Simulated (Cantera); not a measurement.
Feed: 1 mol Cu, 17 mol NH3, 220 mol H2, equilibrated at 1823.15 K.

Method: chemical equilibrium by Gibbs-energy minimisation in Cantera with the NASA 1993 tables (ideal gas, pure condensed phases). Candidate condensed phases: Cu; 11 gas species. Equilibrium is a limit: real reactors are often held back by kinetics, nucleation or transport.

Question: What share of the Cu ends up in condensed phases as a function of P (Pa), at 10, 48, 230, 1100, 5500, 26000, 130000, 620000, 3000000?

Answer: 
```
P (Pa)   Cu condensed (%)     as
-------  ----------------  -----
10                    0.0      -
48                    0.0      -
230                   0.0      -
1100                  0.0      -
5500                  0.0      -
26000                30.6  Cu(l)
130000               86.2  Cu(l)
620000               97.1  Cu(l)
3000000              99.4  Cu(l)
```
